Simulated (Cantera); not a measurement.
Stirred combustor or abatement burner

A perfectly stirred reactor is fed with 19.6 % H2, 16.9 % O2, 63.5 % N2, at 280000 Pa; it is adiabatic with a 673 K inlet, and is followed from long to short residence time, starting on the burning branch (τ in s: 0.36, 0.12, 0.043, 0.015, 0.0052, 0.0018, 0.00063, 0.00022, 7.6e-05, 2.7e-05).

Computed with Cantera and the H2/O2 subset of GRI-Mech 3.0, which has no nitrogen chemistry. The hydrogen kinetics of GRI-Mech 3.0 are dated; newer H2 mechanisms differ, most at raised pressure.

| τ (s) | T (K) | x H2 | x O2 | x H2O | x O | x HO2 | x H2O2 |
|---|---|---|---|---|---|---|---|
| 0.36 | 2107 | 0.000296 | 0.0779 | 0.215 | 0.000249 | 3.87e-6 | 2.62e-7 |
| 0.12 | 2106 | 0.000311 | 0.0778 | 0.215 | 0.000258 | 3.92e-6 | 2.64e-7 |
| 0.043 | 2105 | 0.000350 | 0.0778 | 0.215 | 0.000282 | 4.03e-6 | 2.69e-7 |
| 0.015 | 2103 | 0.000455 | 0.0777 | 0.215 | 0.000347 | 4.38e-6 | 2.83e-7 |
| 0.0052 | 2097 | 0.000717 | 0.0776 | 0.214 | 0.000517 | 5.35e-6 | 3.23e-7 |
| 0.0018 | 2084 | 0.00130 | 0.0773 | 0.213 | 0.000913 | 7.83e-6 | 4.11e-7 |
| 0.00063 | 2060 | 0.00247 | 0.0770 | 0.210 | 0.00172 | 1.32e-5 | 5.68e-7 |
| 0.00022 | 2017 | 0.00463 | 0.0768 | 0.205 | 0.00323 | 2.39e-5 | 8.18e-7 |
| 7.6e-5 | 1942 | 0.00837 | 0.0772 | 0.198 | 0.00573 | 4.28e-5 | 1.24e-6 |
| 2.7e-5 | 1827 | 0.0141 | 0.0789 | 0.187 | 0.00894 | 7.14e-5 | 2.06e-6 |
x: mole fraction; the columns are a selection and need not sum to one.
